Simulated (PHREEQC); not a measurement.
Dissolve 0.027 mol/kgw H2SO4, 0.1 mol/kgw ZnSO4 and 0.012 mol/kgw MgCl2 at 25 °C. Closed to the air; pH follows from the charge balance.

Computed with PHREEQC (ion-association model, phreeqc.dat).

Problem. The ionic strength comes out as 0.261 mol/kgw. What activity coefficients do H+, Zn(SO4)2-2, HSO4-, Cl-, ZnCl+ get?

Solution. H+ 0.79, Zn(SO4)2-2 0.30, HSO4- 0.74, Cl- 0.70, ZnCl+ 0.70.

Precipitation was switched off in this run.
